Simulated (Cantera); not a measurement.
Feed: 1 mol MgO, 0.54 mol SO₂, 0.74 mol H₂O, 1.2 mol SO₃, at 1402 °C and 13.0 bar.

These are equilibrium values from Cantera (NASA tables, ideal gas, pure condensed phases), not measurements of a reactor. Candidate condensed phases: H₂O, H₂SO₄, Mg, MgO, Mg(OH)₂, MgS, MgSO₄, S; 26 gas species. Rates play no part.

Base state: SO₂ 0.554, H₂O 0.242, O₂ 0.189, SO₃ 0.0146, OH 0.000244 (mole fractions); condensed: MgO(s).

Q: What changes in the equilibrium state with this change: temperature from 1402 °C to 800 °C?

A: 
```csv
species,before,after
H₂O,0.242,0.494
SO₂,0.554,0.382
SO₃,0.0146,0.112
O₂,0.189,0.0101
OH,0.000244,2.39e-7
H₂SO₄,3.16e-6,0.00149
"MgO(s), mol",1.000,0
"MgSO₄(s), mol",0,1.00
```

Q: What changes in the equilibrium state with this change: temperature from 1402 °C to 1025 °C?

A: 
| species | before | after |
|---|---|---|
| H₂O | 0.242 | 0.478 |
| SO₂ | 0.554 | 0.437 |
| O₂ | 0.189 | 0.0441 |
| SO₃ | 0.0146 | 0.0409 |
| H₂SO₄ | 3.16e-6 | 9.71e-5 |
| OH | 0.000244 | 7.99e-6 |
| MgO(s), mol | 1.000 | 0 |
| MgSO₄(s), mol | 0 | 1.00 |

Q: What changes in the equilibrium state with this change: temperature from 1402 °C to 1675 °C?

A: 
```csv
species,before,after
SO₂,0.554,0.561
H₂O,0.242,0.240
O₂,0.189,0.192
SO₃,0.0146,0.00578
SO,1.56e-6,3.25e-5
O,4.12e-6,5.40e-5
"MgO(s), mol",1.000,1.000
```
